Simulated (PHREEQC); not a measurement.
Consider water at 20 °C with 0.037 mol/kgw KOH, 0.22 mol/kgw NaAlO2 and 0.24 mol/kgw K2CO3. Closed to the air; pH follows from the charge balance.

The numbers come from PHREEQC with the ion-association model, wateq4f.dat.

| quantity | before | after |
|---|---|---|
| pH | 12.52 | 12.53 |
| ionic strength (mol/kgw) | 0.829 | 0.672 |
| CO3-2 (mol/kgw) | 0.166 | 0.0876 |
| Na+ (mol/kgw) | 0.146 | 0.548 |
| NaCO3- (mol/kgw) | 0.0736 | 0.152 |
| HCO3- (mol/kgw) | 0.000349 | 0.000189 |
| SI of Boehmite (AlOOH) | +0.90 | +0.90 |
| SI of Al(OH)3(a) (Al(OH)3) | -1.31 | -1.31 |

**Question.** Which change was made?
(A) K2CO3 replaced by Na2CO3 at the same molality
(B) K2CO3 from 0.24 to 0.48 mol/kgw
(C) KOH from 0.037 to 0.0407 mol/kgw
(D) diluted 5-fold with water
(E) KOH left out

**Answer.** A, K2CO3 replaced by Na2CO3 at the same molality

Precipitation was switched off in this run. The ionic strength passes 0.7 mol/kgw, the rough limit of the ion-association models, in before. Some of these states are supersaturated (in Boehmite (slow to form), Gibbsite (slow to form), for instance).
